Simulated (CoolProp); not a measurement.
50 sccm (0 °C, 1 atm) of nitrogen bubbles through liquid n-perfluoropentane at 288.5 K and leaves saturated at a total pressure of 0.129 MPa (ideal gas phase). Each further row changes one setting.

Model: reference Helmholtz-energy equation of state, Gao 2022, in CoolProp.

```json
[
 {"case": "as stated", "vapour pressure (kPa)": "58.9", "mole fraction of vapour": "?", "delivery (mg/min)": "?", "delivery (sccm)": "42.1", "change of delivery for a bath 1 K warmer (%)": "8.0"},
 {"case": "bath temperature 293.5 K", "vapour pressure (kPa)": "72.1", "mole fraction of vapour": "?", "delivery (mg/min)": "?", "delivery (sccm)": "63.3", "change of delivery for a bath 1 K warmer (%)": "?"},
 {"case": "total pressure 0.258 MPa", "vapour pressure (kPa)": "58.9", "mole fraction of vapour": "?", "delivery (mg/min)": "?", "delivery (sccm)": "14.8", "change of delivery for a bath 1 K warmer (%)": "5.5"}
]
```

Problem. Complete the blanks.

Solution. 
- as stated, mole fraction of vapour: 0.457
- as stated, delivery (mg/min): 541
- bath temperature 293.5 K, mole fraction of vapour: 0.559
- bath temperature 293.5 K, delivery (mg/min): 814
- bath temperature 293.5 K, change of delivery for a bath 1 K warmer (%): 9.6
- total pressure 0.258 MPa, mole fraction of vapour: 0.228
- total pressure 0.258 MPa, delivery (mg/min): 190
